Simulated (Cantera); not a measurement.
# Equilibrium for fluorocarbon and chlorocarbon gases: CH₃Cl + Si

Input: 1 mol CH₃Cl, 0.023 mol Si, equilibrated at 7.50 Torr.

Equilibrium computed with Cantera from the NASA thermochemical tables; the gas is ideal and each condensed phase is pure. Candidate condensed phases: C, C₆H₆, C₇H₈, C₈H₁₈, Si, SiC; 109 gas species. The tables' values for SiCl, SiCl₃, CCl are old estimates; treat these amounts as uncertain. Rates play no part.

| T (°C) | log p H | log p H₂ | log p HCl | log p Cl | log p C₃ | log p C | log p C₂ | n C(graphite) |
|---|---|---|---|---|---|---|---|---|
| 2075 | -3.08 | -2.34 | -2.40 | -3.28 | -7.40 | -7.75 | -8.45 | 0.988 |
| 2175 | -2.89 | -2.37 | -2.45 | -3.11 | -6.66 | -7.10 | -7.70 | 0.979 |
| 2275 | -2.72 | -2.42 | -2.51 | -2.96 | -5.99 | -6.50 | -7.02 | 0.967 |
| 2375 | -2.58 | -2.49 | -2.60 | -2.85 | -5.36 | -5.94 | -6.38 | 0.950 |
| 2475 | -2.45 | -2.57 | -2.72 | -2.76 | -4.78 | -5.43 | -5.80 | 0.922 |
| 2575 | -2.36 | -2.69 | -2.87 | -2.70 | -4.25 | -4.96 | -5.25 | 0.860 |
| 2675 | -2.29 | -2.84 | -3.05 | -2.67 | -3.75 | -4.51 | -4.75 | 0.695 |
| 2775 | -2.26 | -3.04 | -3.28 | -2.66 | -3.29 | -4.10 | -4.28 | 0.206 |
| 2875 | -2.23 | -3.23 | -3.49 | -2.66 | -3.20 | -3.83 | -4.07 | 0 |
| 2975 | -2.21 | -3.43 | -3.70 | -2.66 | -3.24 | -3.61 | -3.95 | 0 |
| 3075 | -2.20 | -3.63 | -3.91 | -2.66 | -3.30 | -3.42 | -3.85 | 0 |
| 3175 | -2.20 | -3.83 | -4.12 | -2.66 | -3.38 | -3.24 | -3.78 | 0 |
log p: log10 of the partial pressure in bar; n: condensed amount in mol.

From 2075 °C to 2775 °C the condensed part is C(graphite). From 2875 °C to 3175 °C nothing is condensed. The main Si-bearing gas is SiCl₂ at 2075 °C and Si at 3175 °C.
